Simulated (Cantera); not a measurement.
Input: 1 mol Cr, 0.94 mol N₂O, 6.8 mol H₂, 1 mol O₂, equilibrated at 2075 K and 6450 Torr.

Cantera equilibrium calculation (NASA polynomials, part measured and part estimated; ideal gas, pure solids and liquids). Candidate condensed phases: Cr, CrN, Cr₂N, Cr₂O₃, H₂O; 29 gas species. The numbers say what is thermodynamically allowed, not how fast it happens.

### Question
What is the equilibrium state?

### Answer
- x(H₂) = 0.692
- x(H₂O) = 0.186
- x(N₂) = 0.121
- x(H) = 0.000755
- x(NH₃) = 3.07e-5
- x(OH) = 2.32e-5
- x(Cr) = 5.85e-6
- x(CrO) = 1.15e-6
- n(Cr₂O₃(s)) = 0.500 mol
- gas amount = 7.743 mol
- log10 activity of Cr(s) (absent) = -1.71
